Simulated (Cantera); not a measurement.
# Cr2O3 + H2 + H2O (hydrogen reduction and annealing atmospheres)

Input: 1 mol Cr2O3, 2400 mol H2, 0.45 mol H2O, at 0.750 bar.

Equilibrium computed with Cantera from the NASA thermochemical tables; the gas is ideal and each condensed phase is pure. Candidate condensed phases: Cr, Cr2O3, H2O; 13 gas species. Mutual solubility and eutectic melting of coexisting phases are not modelled. Equilibrium is a limit: real reactors are often held back by kinetics, nucleation or transport.

From 1002 °C to 1202 °C the condensed part is Cr(s) + Cr2O3(s). From 1252 °C to 1302 °C the condensed part is Cr(s).

```
T (°C)   x H2     x H2O      x H     x Cr      x OH     x CrO  n Cr(s)  n Cr2O3(s)
------  -----  --------  -------  -------  --------  --------  -------  ----------
1002    1.000  0.000214  8.51e-7  3.14e-9  2.12e-12    <1e-12   0.0429       0.979
1052    1.000  0.000334  1.89e-6  1.25e-8  9.19e-12    <1e-12    0.234       0.883
1102    0.999  0.000503  3.96e-6  4.49e-8  3.58e-11  5.35e-12    0.504       0.748
1152    0.999  0.000735  7.87e-6  1.47e-7  1.27e-10  2.89e-11    0.876       0.562
1202    0.999   0.00105  1.50e-5  4.44e-7  4.11e-10  1.39e-10     1.37       0.312
1252    0.999   0.00144  2.73e-5  1.24e-6   1.22e-9  5.90e-10     2.00           0
1302    0.999   0.00144  4.80e-5  3.25e-6   2.51e-9   1.70e-9     1.99           0
```
x: gas mole fraction; n: condensed amount in mol.
